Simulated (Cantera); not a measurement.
An isothermal, constant-pressure homogeneous reactor starts with 11.8 % NH3, 88.2 % H2, at 2275 K and 0.790 bar.

Model: the gas-phase N/H chemistry of the illustrative SiF4/NH3 mechanism in the Surface Chemkin manual (1991), integrated in Cantera. Walls and surfaces, which speed up NH3 decomposition in real reactors, are not modelled.

x: mole fraction; the columns are a selection and need not sum to one.

```csv
t (s),x NH3,x H2,x N2,x NH,x H
5.00e-5,0.117,0.881,1.68e-5,1.04e-5,0.000996
0.000146,0.115,0.881,0.000587,4.24e-5,0.00205
0.000429,0.107,0.885,0.00403,4.87e-5,0.00228
0.00126,0.0874,0.896,0.0131,4.57e-5,0.00247
0.00368,0.0482,0.917,0.0307,3.79e-5,0.00309
0.0108,0.00793,0.937,0.0488,2.10e-5,0.00574
0.0316,(withheld),0.938,0.0522,(withheld),0.00926
0.0926,7.83e-5,0.938,0.0523,5.50e-7,0.00931
0.271,(withheld),0.938,0.0524,(withheld),0.00931
0.795,7.97e-6,0.938,0.0524,5.60e-8,0.00931
2.33,3.21e-6,0.938,0.0524,2.26e-8,0.00931
6.83,2.25e-6,0.938,0.0524,1.58e-8,0.00931
20.0,2.22e-6,0.938,0.0524,1.56e-8,0.00931
```

Complete the blanks.


- 0.0316, x NH3: 0.000366
- 0.0316, x NH: 2.54e-6
- 0.271, x NH3: 2.37e-5
- 0.271, x NH: 1.67e-7
